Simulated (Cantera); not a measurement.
Input (Python, Cantera):

```python
import numpy as np
import cantera as ct

gas = ct.Solution("gri30.yaml")


def delay(T, t_max=10):
    gas.TPX = T, 101325, {'CH4': 1, 'O2': 2.7, 'N2': 10.2}
    reactor = ct.IdealGasConstPressureReactor(gas, clone=False)
    net = ct.ReactorNet([reactor])
    net.rtol, net.atol = 1e-8, 1e-16
    while net.time < t_max:
        t_old, T_old = net.time, reactor.T
        net.step()
        if reactor.T > T + 400:  # ignition: a rise of 400 K
            return t_old + (T + 400 - T_old) / (reactor.T - T_old) * (net.time - t_old)
    return np.nan


taus = []
for T in [1000, 1050, 1100, 1150, 1200, 1250, 1300, 1350]:
    taus.append(delay(T))
    print(f"T0 = {T:6g} K   tau = {taus[-1]:.4e} s")
```

Result:

```
T0 =   1000 K   tau = 9.4174e-01 s
T0 =   1050 K   tau = 3.9866e-01 s
T0 =   1100 K   tau = 1.7621e-01 s
T0 =   1150 K   tau = 8.1137e-02 s
T0 =   1200 K   tau = 3.8873e-02 s
T0 =   1250 K   tau = 1.9352e-02 s
T0 =   1300 K   tau = 9.9987e-03 s
T0 =   1350 K   tau = 5.3604e-03 s
```

Detailed kinetics in Cantera: GRI-Mech 3.0 (53 species, 325 reactions).
